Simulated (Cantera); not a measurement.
A closed system holds: 1 mol SiC, 0.0066 mol O2, 60 mol N2, at 1600 K and 71.0 Pa.

Equilibrium computed with Cantera from the NASA thermochemical tables; the gas is ideal and each condensed phase is pure. Candidate condensed phases: C, Si, SiC, SiO2, Si2N2O, Si3N4; 34 gas species. Equilibrium is a limit: real reactors are often held back by kinetics, nucleation or transport.

Base state: N2 1.000, CO 0.000122, SiO 9.75e-5, Si 2.39e-5 (mole fractions); condensed: SiC(s).

### Question
What changes in the equilibrium state with this change: SiC replaced by Si3N4?

### Answer
```
species          before     after
-------------  --------  --------
N2                1.000     1.000
SiO             9.75e-5  0.000220
Si              2.39e-5   7.72e-5
CO             0.000122         0
SiC(s), mol       0.993         0
Si3N4(s), mol         0     0.994
```

### Question
What changes in the equilibrium state with this change: temperature from 1600 K to 1348 K?

### Answer
```
species           before     after
--------------  --------  --------
N2                 1.000     1.000
CO              0.000122  0.000146
SiO              9.75e-5   2.79e-6
Si               2.39e-5   4.45e-9
SiC(s), mol        0.993     0.991
Si2N2O(s), mol         0   0.00429
```
N2 is the only nitrogen source here; it is nearly inert below about 1500 K, so the nitride shown seldom forms there in practice. Mutual solubility and eutectic melting of coexisting phases are not modelled.
